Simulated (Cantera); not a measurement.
Input: 1 mol Si, 0.96 mol Br₂, 23 mol N₂, equilibrated at 1.00 mbar.

Method: chemical equilibrium by Gibbs-energy minimisation in Cantera with the NASA 1993 tables (ideal gas, pure condensed phases). Candidate condensed phases: Br₂, Si, Si₃N₄; 13 gas species. N₂ is the only nitrogen source here; it is nearly inert below about 1500 K, so the nitride shown seldom forms there in practice. The numbers say what is thermodynamically allowed, not how fast it happens.

Q: What share of the Si ends up in condensed phases as a function of T (K), at 748, 798, 848, 898, 948, 998, 1048, 1098, 1148, 1198, 1248, 1298, 1348?

A: 
```csv
T (K),Si condensed (%),as
748,52.0,Si₃N₄(s)
798,52.0,Si₃N₄(s)
848,52.0,Si₃N₄(s)
898,52.0,Si₃N₄(s)
948,52.0,Si₃N₄(s)
998,52.1,Si₃N₄(s)
1048,52.1,Si₃N₄(s)
1098,52.0,Si₃N₄(s)
1148,51.4,Si₃N₄(s)
1198,49.0,Si₃N₄(s)
1248,42.8,Si₃N₄(s)
1298,33.0,Si₃N₄(s)
1348,25.7,Si₃N₄(s)
```
